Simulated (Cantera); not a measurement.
A closed system holds: 1 mol Si, 2.2 mol H2, equilibrated at 1 atm.

Cantera equilibrium calculation (NASA polynomials, part measured and part estimated; ideal gas, pure solids and liquids). Candidate condensed phases: Si; 9 gas species. Gases not in the tables: Si2H6 and higher silanes. The numbers say what is thermodynamically allowed, not how fast it happens.

x: gas mole fraction; n: condensed amount in mol.

| T (K) | x H2 | x H | x SiH2 | x SiH4 | x SiH | x Si | x SiH3 | n Si(s) | n Si(l) |
|---|---|---|---|---|---|---|---|---|---|
| 1025 | 1.00 | 4.33e-9 | 1.90e-10 | 4.46e-7 | <1e-12 | <1e-12 | 8.38e-12 | 1.000 | 0 |
| 1100 | 1.000 | ___ | ___ | ___ | <1e-12 | <1e-12 | ___ | 1.000 | 0 |
| 1175 | 1.000 | 1.22e-7 | 7.10e-9 | 6.27e-7 | 9.39e-12 | <1e-12 | 1.67e-10 | 1.000 | 0 |
| 1250 | 1.000 | 4.80e-7 | 3.13e-8 | 7.21e-7 | 9.10e-11 | 8.20e-12 | 5.70e-10 | 1.000 | 0 |
| 1325 | 1.000 | 1.62e-6 | 1.17e-7 | 8.16e-7 | 6.80e-10 | 9.31e-11 | 1.69e-9 | 1.000 | 0 |
| 1400 | 1.000 | 4.83e-6 | 3.77e-7 | 9.12e-7 | 4.08e-9 | 8.12e-10 | 4.45e-9 | 1.000 | 0 |
| 1475 | 1.000 | ___ | ___ | ___ | ___ | ___ | ___ | 1.000 | 0 |
| 1550 | 1.000 | 3.13e-5 | 2.79e-6 | 1.10e-6 | 8.67e-8 | 3.28e-8 | 2.32e-8 | 1.000 | 0 |
| 1625 | 1.000 | 7.01e-5 | 6.61e-6 | 1.20e-6 | 3.22e-7 | 1.61e-7 | 4.73e-8 | 1.000 | 0 |
| 1700 | 1.000 | 0.000146 | 1.42e-5 | 1.27e-6 | 1.04e-6 | 6.70e-7 | 8.86e-8 | 0 | 1.000 |

Question: Fill in the missing entries.

Answer: 
- 1475, x H: 1.29e-5
- 1475, x SiH2: 1.08e-6
- 1475, x SiH4: 1.01e-6
- 1475, x SiH: 2.04e-8
- 1475, x Si: 5.68e-9
- 1475, x SiH3: 1.06e-8
- 1100, x H: 2.57e-8
- 1100, x SiH2: 1.32e-9
- 1100, x SiH4: 5.35e-7
- 1100, x SiH3: 4.15e-11
